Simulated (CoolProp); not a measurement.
A simple Rankine cycle with R245ca: condensing at 290.15 K, boiler at 1.84 MPa, turbine inlet 445.5 K, turbine efficiency 0.7, pump efficiency 0.6, no recuperator. Each further row changes one setting.

Computed with CoolProp (reference Helmholtz-energy equation of state, Zhou 2016).

```
case                             thermal efficiency (%)  net work (kJ/kg)  heat in (kJ/kg)  turbine exit temperature (K)  volume ratio over the turbine
-------------------------------  ----------------------  ----------------  ---------------  ----------------------------  -----------------------------
as stated                                          14.4              50.1              349                         381.8                           26.4
condensing temperature 282.15 K                    15.4              55.3              360                         376.6                           36.8
boiler pressure 1.29 MPa                           13.1              46.8              356                         391.7                           17.6
turbine efficiency 0.6                             12.2              42.6              349                         388.8                           26.9
```
